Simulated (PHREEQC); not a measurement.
Dissolve 0.11 mol/kgw K2CO3, 0.037 mol/kgw KNO3 and 0.00013 mol/kgw KH2PO4 at 25 °C. Closed to the air; pH follows from the charge balance.

All values are PHREEQC results (ion-association model, wateq4f.dat), not measurements.

No solid was allowed to form.

Q: Order these P species by the share of P that they hold, largest first: PO4-3, KHPO4-, HPO4-2.

A: HPO4-2 (58 %), PO4-3 (35 %), KHPO4- (6.6 %)

The pH is 11.36 and the ionic strength 0.364 mol/kgw. Complexes and solids missing from the database can't appear. H3PO4, which wateq4f.dat lacks, is added to it with the constant of phreeqc.dat.
